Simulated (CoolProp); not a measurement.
Vapour-liquid equilibrium of R125 (1) + propane (2) at 311.5 K; x and y are mole fractions of (1).

Model: multi-fluid Helmholtz-energy mixture model, Lemmon 2005 and Lemmon 2009; pair parameters Bell 2016, in CoolProp.

```csv
x,bubble pressure (bar),y at the bubble point,dew pressure at overall composition x (bar),liquid density (mol/L)
0.05,15.04,0.134,13.83,10.49
0.125,17.20,0.263,14.91,[?]
0.2,18.79,0.348,16.11,9.958
0.275,19.97,0.412,17.42,9.709
0.35,20.84,[?],18.82,9.479
0.425,21.50,0.511,20.19,9.276
0.5,21.96,[?],21.36,9.108
0.575,22.25,0.602,22.10,8.985
0.65,22.35,0.650,22.35,8.911
0.725,22.25,0.704,22.15,8.889
0.8,21.89,0.765,21.60,8.916
0.875,21.24,0.837,20.83,8.985
0.95,20.22,0.926,19.93,9.089
```

Question: Some entries are withheld; supply them.

Answer: 
- 0.125, liquid density (mol/L): 10.22
- 0.35, y at the bubble point: 0.464
- 0.5, y at the bubble point: 0.556

y crosses x between x = 0.65 and 0.725: the model has an azeotrope there.

Pair parameters are fitted to limited data, so mixtures are less certain than the pure fluids.
